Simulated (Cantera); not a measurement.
Charge: 1 mol SiH4, 0.036 mol Cl2, 24 mol N2, at 338 Torr.

Method: chemical equilibrium by Gibbs-energy minimisation in Cantera with the NASA 1993 tables (ideal gas, pure condensed phases). Candidate condensed phases: NH4Cl, Si, Si3N4; 28 gas species. Kinetics and transport are ignored. All values below are at 1300 °C.

Base state: N2 0.920, H2 0.0774, HCl 0.00283, H 1.69e-5 (mole fractions); condensed: Si3N4(s).

Question: What changes in the equilibrium state with this change: SiH4 replaced by SiHCl3?

Answer: 
| species | before | after |
|---|---|---|
| N2 | 0.920 | 0.936 |
| HCl | 0.00283 | 0.0341 |
| SiCl4 | <1e-9 | 0.0122 |
| H2 | 0.0774 | 0.00255 |
| SiCl3 | 2.24e-8 | 0.00646 |
| SiHCl3 | 2.33e-9 | 0.000121 |
| SiCl2 | 2.06e-6 | 0.00895 |
| Cl | 4.91e-7 | 3.25e-5 |
| Si3N4(s), mol | 0.333 | 0.0977 |
The tables' values for SiCl3 are old estimates; treat these amounts as uncertain.
